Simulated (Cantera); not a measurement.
A diamond (100) surface in a fixed gas of H2 with x(CH4) = 0.011, x(H) = 0.0027, at 1075 K, 0.0100 bar; coverages are run to steady state.

Computed with Cantera and the Harris–Goodwin 1993 mechanism for the reconstructed diamond (100) surface.

One state of this run: growth (µm/h) = 0.0154; θ c6HH = 0.534; θ c6H* = 0.0253; θ c6*H = 0.425; θ c6** = 0.0152; θ c6HM = 0.000298. θ: site fractions in the mechanism's names (c6HH fully hydrogenated, c6H* and c6*H radical sites, c6** diradical, c6HM methylated).

**Question.** Which value of x(CH3) does it belong to?
A) 3.7e-05
B) 6.1e-06
C) 1.5e-05
D) 9.2e-05

**Answer.** B, 6.1e-06
